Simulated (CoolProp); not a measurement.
Values from CoolProp's reference Helmholtz-energy equation of state, Lemmon 2009.

Problem. For propane, give the phase and the density (kg/m³), expansivity (1/kK) at -6.45 °C and 131 bar.

Solution. 
- -6.45 °C and 131 bar: liquid; density 557, expansivity 1.96
